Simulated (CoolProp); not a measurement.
Octamethyltrisiloxane (MDM) along the isobar 0.101 MPa: Z from the reference equation and from simpler models built on Tc = 565.4 K, pc = 1.438 MPa, ω = 0.528; each cubic takes its own stable root.

Computed with CoolProp (reference Helmholtz-energy equation of state, Thol 2017).

| T (K) | phase | reference | Pitzer virial | Redlich-Kwong |
|---|---|---|---|---|
| 434.6 | gas | 0.9320 | 0.9305 | 0.9478 |
| 452.1 | gas | 0.9421 | 0.9403 | 0.9534 |
| 469.7 | gas | 0.9503 | 0.9485 | 0.9583 |
| 487.2 | gas | 0.9570 | 0.9553 | 0.9625 |
| 504.8 | gas | 0.9627 | 0.9610 | 0.9661 |
| 522.3 | gas | 0.9674 | 0.9658 | 0.9693 |
| 539.9 | gas | 0.9714 | 0.9700 | 0.9722 |
| 557.4 | gas | 0.9748 | 0.9735 | 0.9746 |
| 575 | gas | 0.9777 | 0.9766 | 0.9769 |
